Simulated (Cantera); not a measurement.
Input: 1 mol toluene, 2.4 mol H2, 26 mol N2, 0.55 mol O2, held at 6.08 Torr.

Cantera equilibrium calculation (NASA polynomials, part measured and part estimated; ideal gas, pure solids and liquids). Candidate condensed phases: C, C6H6, C7H8, C8H18, H2O; 136 gas species. Kinetics and transport are ignored.

**Question.** At 2825 K, list the 4 most abundant gas species with their mole fractions, and the condensed phases.

**Answer.** N2 0.664, H 0.212, H2 0.0456, CO 0.0289. Condensed: C(graphite).
